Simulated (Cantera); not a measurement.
Feed: 1 mol TiCl4, 0.42 mol CH4, 24 mol H2, 0.53 mol C3H8, at 1350 °C and 0.133 bar.

These are equilibrium values from Cantera (NASA tables, ideal gas, pure condensed phases), not measurements of a reactor. Candidate condensed phases: C, C6H6, C7H8, C8H18, Ti, TiC, TiCl2, TiCl3, TiCl4; 96 gas species. The tables' values for TiCl2 are old estimates; treat these amounts as uncertain. TiC: taken at fixed stoichiometry. The numbers say what is thermodynamically allowed, not how fast it happens.

Base state: H2 0.862, HCl 0.137, TiCl3 0.000261, H 0.000176, CH4 0.000147, C2H2 (acetylene) 3.00e-5, Cl 2.20e-5, TiCl4 2.06e-5 (mole fractions); condensed: C(graphite) + TiC(s).

What changes in the equilibrium state with this change: TiCl4 replaced by Ti?


| species | before | after |
|---|---|---|
| H2 | 0.862 | 1.000 |
| CH4 | 0.000147 | 0.000198 |
| H | 0.000176 | 0.000189 |
| HCl | 0.137 | 0 |
| TiCl3 | 0.000261 | 0 |
| Cl | 2.20e-5 | 0 |
| TiCl4 | 2.06e-5 | 0 |
| TiCl2 | 1.03e-5 | 0 |
| C2H2 (acetylene) | 3.00e-5 | 3.48e-5 |
| C(graphite), mol | 1.01 | 1.00 |
| TiC(s), mol | 0.992 | 1.00 |
